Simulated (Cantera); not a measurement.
A closed system holds: 1 mol TiO2, 1.7 mol HCl, at 100 Torr.

Equilibrium computed with Cantera from the NASA thermochemical tables; the gas is ideal and each condensed phase is pure. Candidate condensed phases: H2O, Ti, TiCl2, TiCl3, TiCl4, TiO, TiO2, Ti2O3, Ti3O5, Ti4O7; 23 gas species. Equilibrium is a limit: real reactors are often held back by kinetics, nucleation or transport.

Problem. At 1275 °C, list the 7 most abundant gas species with their mole fractions, and the condensed phases.

Solution. HCl 0.988, H2O 0.00569, TiCl4 0.00273, Cl 0.00205, H2 0.00106, TiCl3 0.000108, Cl2 8.75e-5. Condensed: TiO2(rutile).
